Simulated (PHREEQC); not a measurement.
# Nickel, zinc or cadmium bath

Make-up at 20 °C: 0.038 mol ZnSO4 and 0.026 mol H2SO4 per kg of water. Closed to the air; pH follows from the charge balance.

Computed with PHREEQC (ion-association model, phreeqc.dat).

The pH is 1.61. The ionic strength comes out as 0.120 mol/kgw and the density is 1.006 g/cm³. The total alkalinity is -52.0 meq/kg.

| species | molality | activity | log γ |
|---|---|---|---|
| H+ | 0.0298 | 0.0244 | -0.087 |
| SO4-2 | 0.0228 | 0.00805 | -0.452 |
| HSO4- | 0.0222 | 0.0172 | -0.112 |
| Zn+2 | 0.0217 | 0.00774 | -0.447 |
| ZnSO4 | 0.0137 | 0.0140 | 0.012 |
| Zn(SO4)2-2 | 0.00268 | 0.000954 | -0.448 |

This is a speciation only: nothing precipitates in the calculation. Species that the database lacks are ignored.
